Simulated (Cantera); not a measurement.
An isothermal, constant-pressure homogeneous reactor starts with 4.49 % CH4, 95.5 % N2, at 1723 K and 5300 Pa.

Computed with Cantera and GRI-Mech 3.0 (53 species, 325 reactions). GRI-Mech 3.0 stops at C3 and has no aromatics, soot or wall deposition, so with more carbon than oxygen in the feed, carbon stays in small species such as C2H2 where larger ones or solid carbon would form.

x: mole fraction; the columns are a selection and need not sum to one.

```csv
t (s),x CH4,x C2H2,x C2H6,x H2,x HCN,x C2H4
6.00e-6,0.0449,<1e-12,<1e-12,4.61e-8,<1e-12,<1e-12
2.35e-5,0.0449,<1e-12,<1e-12,4.81e-7,<1e-12,1.16e-12
9.21e-5,0.0449,<1e-12,7.26e-11,2.95e-6,<1e-12,1.97e-10
0.000361,0.0448,7.24e-11,?,?,<1e-12,?
0.00141,0.0448,1.99e-8,1.72e-7,5.41e-5,3.25e-12,1.17e-6
0.00553,0.0443,5.06e-6,3.74e-6,0.000350,1.46e-10,6.67e-5
0.0217,?,?,?,?,?,?
0.0849,0.0154,0.0134,7.40e-6,0.0413,1.04e-6,0.000458
0.333,0.00340,0.0197,5.52e-7,0.0593,4.67e-6,2.67e-5
1.30,0.000531,0.0212,1.97e-8,0.0635,1.11e-5,3.65e-6
5.11,9.99e-5,0.0214,7.79e-10,0.0641,1.84e-5,2.98e-6
20.0,2.37e-5,0.0214,5.01e-11,0.0643,2.54e-5,2.96e-6
```

Problem. Fill in the missing entries.

Solution. 
- 0.000361, x C2H6: 4.39e-9
- 0.000361, x H2: 1.29e-5
- 0.000361, x C2H4: 1.78e-8
- 0.0217, x CH4: 0.0377
- 0.0217, x C2H2: 0.00113
- 0.0217, x C2H6: 2.95e-5
- 0.0217, x H2: 0.00752
- 0.0217, x HCN: 3.44e-8
- 0.0217, x C2H4: 0.00179
